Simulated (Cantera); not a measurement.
Feed: 1 mol SiO₂, 1.9 mol BCl₃, 6.9 mol O₂, held at 1025 °C and 2.30 Pa.

Method: chemical equilibrium by Gibbs-energy minimisation in Cantera with the NASA 1993 tables (ideal gas, pure condensed phases). Candidate condensed phases: B, B₂O₃, Si, SiO₂; 27 gas species. Mutual solubility and eutectic melting of coexisting phases are not modelled. The tables' values for BOCl are old estimates; treat these amounts as uncertain. The tables hold silica as quartz up to 1696 K and as liquid above; real silica turns to tridymite and cristobalite and melts near 1996 K. Condensed phases not in the tables: borates and borosilicate glass, alloys, solid solutions and most ternary compounds. The numbers say what is thermodynamically allowed, not how fast it happens.

Base state: O₂ 0.502, Cl 0.456, Cl₂ 0.0321, B₂O₃ 0.00769, BOCl 0.00163, BO₂ 0.000461, ClO 5.11e-5, O 2.53e-5 (mole fractions); condensed: B₂O₃(l) + SiO₂(β-quartz).

Problem. What changes in the equilibrium state with this change: 0.01 mol NH₃ added?

Solution. 
```json
[
 {"species": "O₂", "before": "0.502", "after": "0.501"},
 {"species": "Cl", "before": "0.456", "after": "0.454"},
 {"species": "Cl₂", "before": "0.0321", "after": "0.0318"},
 {"species": "HCl", "before": "0", "after": "0.00261"},
 {"species": "B₂O₃", "before": "0.00769", "after": "0.00769"},
 {"species": "N₂", "before": "0", "after": "0.000450"},
 {"species": "HBO₂", "before": "0", "after": "0.000137"},
 {"species": "NO", "before": "0", "after": "1.44e-5"},
 {"species": "B₂O₃(l), mol", "before": "0.855", "after": "0.854"},
 {"species": "SiO₂(β-quartz), mol", "before": "1.00", "after": "1.00"}
]
```
Further candidate phases: BN, B₃O₃H₃, H₂O, NH₄Cl, Si₂N₂O, Si₃N₄.

Problem. What changes in the equilibrium state with this change: pressure from 2.30 Pa to 26.0 mbar?

Solution. 
| species | before | after |
|---|---|---|
| O₂ | 0.502 | 0.644 |
| Cl₂ | 0.0321 | 0.314 |
| Cl | 0.456 | 0.0424 |
| BOCl | 0.00163 | 2.46e-5 |
| B₂O₃ | 0.00769 | 6.80e-6 |
| BO₂ | 0.000461 | 2.52e-6 |
| B₂O₃(l), mol | 0.855 | 0.950 |
| SiO₂(β-quartz), mol | 1.00 | 1.00 |
